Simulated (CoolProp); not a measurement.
Model: reference Helmholtz-energy equation of state, Schmidt 1985, in CoolProp.

For oxygen, give the phase and the density (kg/m³), cp (kJ/(kg K)), viscosity (µPa s), conductivity (mW/(m K)) at 145.4 K and 8.11 MPa.


- 145.4 K and 8.11 MPa: liquid; density 833, cp 2.21, viscosity 63.9, conductivity 81.4

Viscosity comes from a separate model (Lemmon 2004). Thermal conductivity comes from a separate model (Lemmon 2004).
